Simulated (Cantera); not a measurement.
## Counterflow diffusion flame

A counterflow diffusion flame at 1.01 bar, nozzles 20 mm apart: fuel side CH4 = 1 (molar parts) at 423 K, oxidiser side O2 : N2 = 0.23 : 0.77 (molar parts) at 423 K, fuel mass flux 0.73 times the oxidiser's; mixture-averaged transport, no radiation.

Computed with Cantera and GRI-Mech 3.0 (53 species, 325 reactions). GRI-Mech 3.0 has no aromatics or soot, which form on the fuel side of real flames. The maximum strain rate includes the flame's own expansion and is several times the mean.

| oxidiser flux (kg/m²/s) | max strain (1/s) | mean strain (1/s) | T max (K) | peak x OH | peak x H | peak x NO | peak x CO | peak x C2H2 |
|---|---|---|---|---|---|---|---|---|
| 0.25 | 177 | 34.7 | 2180 | 0.00954 | 0.00464 | 0.000327 | 0.0634 | 0.0159 |
| 0.34 | 230 | 47.2 | 2165 | 0.00952 | 0.00482 | 0.000305 | 0.0623 | 0.0150 |
| 0.45 | 296 | 62.5 | 2154 | 0.00949 | 0.00500 | 0.000285 | 0.0615 | 0.0143 |
| 0.6 | 383 | 83.4 | 2142 | 0.00943 | 0.00518 | 0.000263 | 0.0607 | 0.0136 |
| 0.8 | 493 | 111 | 2131 | 0.00937 | 0.00536 | 0.000239 | 0.0602 | 0.0129 |
| 1.1 | 656 | 153 | 2116 | 0.00922 | 0.00553 | 0.000210 | 0.0597 | 0.0121 |
| 1.4 | 814 | 195 | 2102 | 0.00903 | 0.00561 | 0.000185 | 0.0594 | 0.0114 |
| 1.9 | 1080 | 264 | 2082 | 0.00871 | 0.00567 | 0.000152 | 0.0591 | 0.0104 |
| 2.5 | 1390 | 347 | 2061 | 0.00831 | 0.00563 | 0.000121 | 0.0590 | 0.00939 |
x: mole fraction; the columns are a selection and need not sum to one.
